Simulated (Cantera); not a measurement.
An isothermal, constant-pressure homogeneous reactor starts with 4.76 % CH4, 95.2 % H2, at 1873 K and 0.0267 bar.

Model: GRI-Mech 3.0 (53 species, 325 reactions), integrated in Cantera. GRI-Mech 3.0 stops at C3 and has no aromatics, soot or wall deposition, so with more carbon than oxygen in the feed, carbon stays in small species such as C2H2 where larger ones or solid carbon would form. Radical loss at walls, strong at low pressure, is not modelled.

Question: Predict: x(CH4) at 1.00 s; x(H2) at 1.00 s; x(CH3) at 1.00 s; x(C2H2) at 1.00 s; x(C2H) at 1.00 s.

Answer: 
| Item | Value |
|---|---|
| x(CH4) at 1.00 s | 0.000853 (gas-phase equilibrium 0.000132) |
| x(H2) at 1.00 s | 0.973 (gas-phase equilibrium 0.973) |
| x(CH3) at 1.00 s | 6.78e-5 (gas-phase equilibrium 1.07e-5) |
| x(C2H2) at 1.00 s | 0.0222 (gas-phase equilibrium 0.0226) |
| x(C2H) at 1.00 s | 1.04e-6 (gas-phase equilibrium 1.07e-6) |
